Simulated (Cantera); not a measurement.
Charge: 1 mol Fe(CO)₅, 0.52 mol CO, 0.47 mol H₂, at 775 °C and 1800 Pa.

Method: chemical equilibrium by Gibbs-energy minimisation in Cantera with the NASA 1993 tables (ideal gas, pure condensed phases). Condensed phases not in the tables: cementite and carbon dissolved in iron. Rates play no part.

```
species             before    after
----------------  --------  -------
CO                   0.918    0.898
H₂                  0.0785   0.0786
CO₂                0.00336   0.0215
H₂O               0.000242  0.00158
CH₄                6.47e-6  4.33e-5
C(graphite), mol    0.0215    0.135
Fe(α), mol            1.00     1.00
```
Gas species are given as mole fractions.

Task: Which change was made?
(A) pressure from 1800 Pa to 12000 Pa
(B) temperature from 775 °C to 575 °C
(C) H₂ from 0.47 to 9.1 mol
(D) pressure from 1800 Pa to 1000 Pa

Result: A, pressure from 1800 Pa to 12000 Pa
